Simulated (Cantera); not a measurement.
Cantera run:

```python
import numpy as np
import cantera as ct

gas_names = """
    F FO FO2 F2 F2O O O2 O3 Si SiF SiF2 SiF3 SiF4 SiO SiO2 Si2 Si3
""".split()
cond_names = """
    Si(cr) Si(L) SiO2(Lqz) SiO2(hqz) SiO2(L)
""".split()


def load(file, names, dense=False):
    # The tables refer to 1 bar. Condensed volumes are neglected.
    table = {s.name: s for s in ct.Species.list_from_file(file)}
    out = []
    for n in names:
        d = dict(table[n].input_data)
        d["thermo"] = dict(d["thermo"], **{"reference-pressure": 1e5})
        if dense:
            d["equation-of-state"] = {"model": "constant-volume", "density": "1e6 g/cm^3"}
        out.append(ct.Species.from_dict(d))
    return out


gas = ct.Solution(thermo="ideal-gas", species=load("nasa_gas.yaml", gas_names))
cond = {s.name: ct.Solution(thermo="fixed-stoichiometry", species=[s], name=s.name)
        for s in load("nasa_condensed.yaml", cond_names, dense=True)}
atoms = {
    'SiO2': {'Si': 1, 'O': 2},
    'F2': {'F': 2},
}
top_T = {}  # K; cautious upper limits of use, not melting points


def equilibrate(T, P, feed):
    n = {}
    for name, mol in feed.items():
        for a, k in atoms[name].items():
            n[a] = n.get(a, 0.0) + k * mol
    gas.TPX = T, P, n
    mass = sum(n.values()) * gas.mean_molecular_weight
    gas.equilibrate("TP")
    valid = [c for c in cond.values() if c.min_temp <= T <= top_T.get(c.name, c.max_temp)]
    mix = ct.Mixture([(gas, mass / gas.mean_molecular_weight)] + [(c, 0.0) for c in valid])
    mix.T, mix.P = T, P
    mix.equilibrate("TP", solver="vcs", rtol=1e-11, max_steps=5000)
    return mix


results = []
feed = {'SiO2': 1, 'F2': 5}  # mol
P = 1000  # Pa
for T in [823, 873, 923, 973, 1023, 1073, 1123, 1173, 1223, 1273, 1323, 1373, 1423, 1473]:
    mix = equilibrate(T, P, feed)
    results.append((T, P, feed, dict(zip(mix.species_names, mix.species_moles))))
    x = sorted(zip(gas.X, gas.species_names), reverse=True)
    print(f"T = {T:g} K  P = {P:g} Pa  gas = {mix.phase_moles(0):.4g} mol")
    print("   x: " + "  ".join(f"{s} {v:.3e}" for v, s in x if v > 1e-05))
    print("   condensed (mol): " + ("  ".join(f"{mix.phase(i).name} {mix.phase_moles(i):.4g}"
          for i in range(1, mix.n_phases) if mix.phase_moles(i) > 1e-12) or "none"))
```

Result:

```
T = 823 K  P = 1000 Pa  gas = 5.223 mol
   x: F2 5.316e-01  SiF4 1.915e-01  O2 1.914e-01  F 8.549e-02
   condensed (mol): none
T = 873 K  P = 1000 Pa  gas = 5.435 mol
   x: F2 4.720e-01  SiF4 1.840e-01  O2 1.840e-01  F 1.600e-01
   condensed (mol): none
T = 923 K  P = 1000 Pa  gas = 5.771 mol
   x: F2 3.863e-01  F 2.671e-01  SiF4 1.733e-01  O2 1.733e-01
   condensed (mol): none
T = 973 K  P = 1000 Pa  gas = 6.236 mol
   x: F 3.964e-01  F2 2.829e-01  SiF4 1.604e-01  O2 1.604e-01
   condensed (mol): none
T = 1023 K  P = 1000 Pa  gas = 6.77 mol
   x: F 5.228e-01  F2 1.818e-01  SiF4 1.477e-01  O2 1.477e-01
   condensed (mol): none
T = 1073 K  P = 1000 Pa  gas = 7.249 mol
   x: F 6.205e-01  SiF4 1.380e-01  O2 1.379e-01  F2 1.036e-01
   condensed (mol): none
T = 1123 K  P = 1000 Pa  gas = 7.584 mol
   x: F 6.815e-01  SiF4 1.318e-01  O2 1.318e-01  F2 5.479e-02
   condensed (mol): none
T = 1173 K  P = 1000 Pa  gas = 7.78 mol
   x: F 7.146e-01  SiF4 1.285e-01  O2 1.285e-01  F2 2.829e-02
   condensed (mol): none
T = 1223 K  P = 1000 Pa  gas = 7.883 mol
   x: F 7.315e-01  SiF4 1.268e-01  O2 1.268e-01  F2 1.480e-02
   condensed (mol): none
T = 1273 K  P = 1000 Pa  gas = 7.937 mol
   x: F 7.400e-01  SiF4 1.260e-01  O2 1.260e-01  F2 7.974e-03
   condensed (mol): none
T = 1323 K  P = 1000 Pa  gas = 7.964 mol
   x: F 7.444e-01  SiF4 1.256e-01  O2 1.256e-01  F2 4.457e-03
   condensed (mol): none
T = 1373 K  P = 1000 Pa  gas = 7.979 mol
   x: F 7.468e-01  SiF4 1.253e-01  O2 1.253e-01  F2 2.585e-03
   condensed (mol): none
T = 1423 K  P = 1000 Pa  gas = 7.988 mol
   x: F 7.481e-01  SiF4 1.252e-01  O2 1.252e-01  F2 1.553e-03
   condensed (mol): none
T = 1473 K  P = 1000 Pa  gas = 7.992 mol
   x: F 7.488e-01  SiF4 1.251e-01  O2 1.251e-01  F2 9.642e-04
   condensed (mol): none
```

Method: chemical equilibrium by Gibbs-energy minimisation in Cantera with the NASA 1993 tables (ideal gas, pure condensed phases).
